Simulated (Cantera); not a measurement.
Equilibrium for abatement and gas-phase synthesis: CS2 + O2 + H2

Input: 1 mol CS2, 0.13 mol O2, 2.5 mol H2, at 2798.15 K and 1 atm.

Equilibrium computed with Cantera from the NASA thermochemical tables; the gas is ideal and each condensed phase is pure. Candidate condensed phases: C, C6H6, C7H8, C8H18, H2O, H2SO4, S; 123 gas species. Rates play no part.

```json
{
  "x(H2)": "0.520",
  "x(CS)": "0.139",
  "x(S2)": "0.0784",
  "x(CO)": "0.0616",
  "x(H)": "0.0582",
  "x(SH)": "0.0509",
  "x(S)": "0.0374",
  "x(CS2)": "0.0362",
  "x(H2S)": "0.0184",
  "gas_amount": "4.215 mol",
  "log10 activity of C(graphite) (absent)": "-0.87",
  "log10 activity of S(l) (absent)": "-2.39"
}
```
